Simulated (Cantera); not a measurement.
A perfectly stirred reactor is fed with C₂H₆ : N₂ = 1 : 9.3 (molar parts), at 100.0 Torr; it is held at 1600 K, and followed from long to short residence time.

Computed with Cantera and GRI-Mech 3.0 (53 species, 325 reactions). GRI-Mech 3.0 stops at C3 and has no aromatics, soot or wall deposition, so with more carbon than oxygen in the feed, carbon stays in small species such as C2H2 where larger ones or solid carbon would form.

### Question
What does this change do: temperature 1600 to 1900 K?

### Answer
```csv
quantity,before,after
x(C₂H₆) at τ = 1.40 s,3.16e-5,1.47e-6
x(CH₄) at τ = 1.40 s,0.0115,0.00181
x(C₂H₄) at τ = 1.40 s,0.000352,2.95e-5
x(C₂H₂) at τ = 1.40 s,0.0760,0.0800
x(HCN) at τ = 1.40 s,2.53e-6,0.000672
x(C₂H₆) at τ = 40.0 ms,0.000651,4.55e-5
x(CH₄) at τ = 40.0 ms,0.0242,0.00763
x(C₂H₄) at τ = 40.0 ms,0.00309,0.000260
x(C₂H₂) at τ = 40.0 ms,0.0674,0.0771
x(HCN) at τ = 40.0 ms,1.42e-6,0.000156
```
